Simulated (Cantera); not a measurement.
A Cantera script and its output.

```python
import numpy as np
import cantera as ct

gas = ct.Solution("gri30.yaml")
gas.TPX = 423, 100000, {'CH4': 1.3, 'CO': 0.1, 'O2': 2.07, 'N2': 7.79}
flame = ct.FreeFlame(gas, width=0.04)
flame.set_refine_criteria(ratio=3, slope=0.08, curve=0.16)
flame.transport_model = "mixture-averaged"
flame.solve(loglevel=0, auto=True)
z, T = flame.grid, flame.T
thick = (T[-1] - T[0]) / np.gradient(T, z).max()
show = ['CH4', 'CO', 'O2', 'H2', 'HCN', 'C2H6']
print(f"laminar burning velocity  {flame.velocity[0] * 100:.3f} cm/s")
print(f"burnt temperature         {T[-1]:.1f} K")
print(f"thermal thickness         {thick * 1e3:.4f} mm")
print(f"grid points               {len(z)}")
z0 = z[flame.heat_release_rate.argmax()]
print(f"{'z/mm':>9s}{'T/K':>9s}{'u/(m/s)':>9s}" + "".join(f"{s:>11s}" for s in show))
rows = []
for k in (-3, -2, -1.5, -1, -0.5, -0.25, 0, 0.25, 0.5, 1, 2, 4, 8):
    zz = z0 + k * thick
    rows.append([k * thick, np.interp(zz, z, T), np.interp(zz, z, flame.velocity),
                 *(np.interp(zz, z, flame.X[gas.species_index(s)]) for s in show)])
    print(f"{rows[-1][0] * 1e3:9.3f}{rows[-1][1]:9.1f}{rows[-1][2]:9.3f}" + "".join(f"{x:11.3e}" for x in rows[-1][3:]))
```

Output:

```
laminar burning velocity  53.135 cm/s
burnt temperature         2160.4 K
thermal thickness         0.4464 mm
grid points               148
     z/mm      T/K  u/(m/s)        CH4         CO         O2         H2        HCN       C2H6
   -1.339    423.2    0.533  1.152e-01  8.869e-03  1.835e-01  1.799e-03  1.573e-10  2.699e-08
   -0.893    426.2    0.538  1.146e-01  8.886e-03  1.827e-01  5.460e-03  3.438e-09  6.621e-07
   -0.670    439.9    0.558  1.131e-01  9.110e-03  1.812e-01  1.022e-02  2.789e-08  5.925e-06
   -0.446    544.5    0.698  1.053e-01  1.162e-02  1.732e-01  1.956e-02  4.084e-07  1.037e-04
   -0.223   1039.6    1.361  7.066e-02  2.933e-02  1.307e-01  3.313e-02  4.253e-06  1.169e-03
   -0.112   1458.7    1.933  3.825e-02  4.945e-02  8.635e-02  3.965e-02  9.738e-06  1.319e-03
    0.000   1823.8    2.438  9.886e-03  6.940e-02  3.932e-02  4.234e-02  1.875e-05  1.680e-04
    0.112   1986.2    2.657  1.022e-03  7.339e-02  1.322e-02  3.953e-02  2.283e-05  2.024e-06
    0.223   2027.9    2.704  6.727e-05  6.843e-02  4.684e-03  3.743e-02  1.605e-05  1.068e-08
    0.446   2052.6    2.726  3.674e-07  6.237e-02  1.604e-03  3.757e-02  5.717e-06  4.673e-13
    0.893   2077.5    2.753  2.381e-10  6.042e-02  9.863e-04  3.814e-02  9.906e-07  1.891e-18
    1.785   2105.5    2.786  8.384e-14  6.045e-02  5.853e-04  3.813e-02  7.421e-08  1.823e-22
    3.571   2131.1    2.816  6.861e-14  6.068e-02  2.754e-04  3.805e-02  3.847e-09  4.388e-26
```

Model: GRI-Mech 3.0 (53 species, 325 reactions), integrated in Cantera. Burning velocities carry a grid error of a few per cent, more on coarse grids.
